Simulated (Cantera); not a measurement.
A perfectly stirred reactor is fed with 19.8 % C2H4, 80.2 % H2, at 1.00 bar; it is held at 1925 K, and followed from long to short residence time.

Model: GRI-Mech 3.0 (53 species, 325 reactions), integrated in Cantera. GRI-Mech 3.0 was tuned for natural gas; its chemistry of ethylene as a main component is partial and can be far from experiment. GRI-Mech 3.0 stops at C3 and has no aromatics, soot or wall deposition, so with more carbon than oxygen in the feed, carbon stays in small species such as C2H2 where larger ones or solid carbon would form.

x: mole fraction; the columns are a selection and need not sum to one.

| τ (s) | x C2H4 | x H2 | x C2H | x C2H2 | x C2H6 |
|---|---|---|---|---|---|
| 4.8 | 0.00139 | 0.829 | 2.44e-6 | 0.161 | 8.03e-7 |
| 1.1 | 0.00139 | 0.829 | 2.44e-6 | 0.161 | 7.97e-7 |
| 0.27 | 0.00141 | 0.829 | 2.44e-6 | 0.161 | 7.71e-7 |
| 0.064 | 0.00150 | 0.830 | 2.42e-6 | 0.161 | 6.84e-7 |
| 0.015 | ? | 0.831 | 2.31e-6 | 0.162 | ? |
| 0.0036 | ? | 0.833 | ? | 0.161 | ? |
| 0.00084 | 0.0173 | 0.831 | 9.42e-7 | 0.150 | 2.36e-6 |

Task: What belongs in the gaps?

Result: 
- 0.015, x C2H4: 0.00190
- 0.015, x C2H6: 5.37e-7
- 0.0036, x C2H4: 0.00396
- 0.0036, x C2H: 1.79e-6
- 0.0036, x C2H6: 7.59e-7
